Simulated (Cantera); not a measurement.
**Gas activation for diamond growth**

An isothermal, constant-pressure homogeneous reactor starts with 0.986 % CH₄, 98.6 % H₂, 0.394 % O₂, at 2975 K and 0.0340 bar.

Computed with Cantera and GRI-Mech 3.0 (53 species, 325 reactions). Radical loss at walls, strong at low pressure, is not modelled.

```tsv
t (s)	x CH₄	x H₂	x O₂	x CH₂	x H₂O	x C₂H₆	x CH₂CO
2.00e-6	0.00961	0.986	0.00393	3.55e-7	4.29e-6	7.25e-10	<1e-12
7.10e-6	0.00928	0.984	0.00388	2.93e-6	6.99e-5	1.37e-8	3.06e-12
2.52e-5	0.00847	0.978	0.00350	2.03e-5	0.000791	8.79e-8	9.66e-10
8.93e-5	0.00621	0.957	0.00108	0.000141	0.00548	2.65e-7	4.61e-8
0.000317	0.00239	0.927	4.79e-8	0.000252	0.00720	9.03e-8	3.39e-7
0.00112	0.000303	0.898	3.05e-8	8.83e-5	0.00600	2.12e-9	6.26e-7
0.00399	6.65e-5	0.851	1.86e-8	5.20e-5	0.00276	1.45e-10	2.13e-7
0.0141	3.74e-6	0.741	1.03e-10	1.25e-5	9.20e-5	<1e-12	3.65e-9
0.0502	1.95e-7	0.556	<1e-12	3.49e-6	1.28e-8	<1e-12	1.43e-11
0.178	8.13e-8	0.459	<1e-12	3.18e-6	5.82e-9	<1e-12	6.98e-12
0.631	7.86e-8	0.455	<1e-12	3.17e-6	5.66e-9	<1e-12	6.80e-12
2.24	7.86e-8	0.455	<1e-12	3.17e-6	5.66e-9	<1e-12	6.80e-12
7.95	7.86e-8	0.455	<1e-12	3.17e-6	5.66e-9	<1e-12	6.80e-12
28.2	7.86e-8	0.455	<1e-12	3.17e-6	5.66e-9	<1e-12	6.80e-12
100	7.86e-8	0.455	<1e-12	3.17e-6	5.66e-9	<1e-12	6.80e-12
```
x: mole fraction; the columns are a selection and need not sum to one.

Equilibrium at this temperature and pressure: CH₄ 7.88e-8, H₂ 0.455, O₂ <1e-12, CH₂ 3.18e-6, H₂O 5.68e-9, C₂H₆ <1e-12, CH₂CO 6.82e-12 (gas phase only).
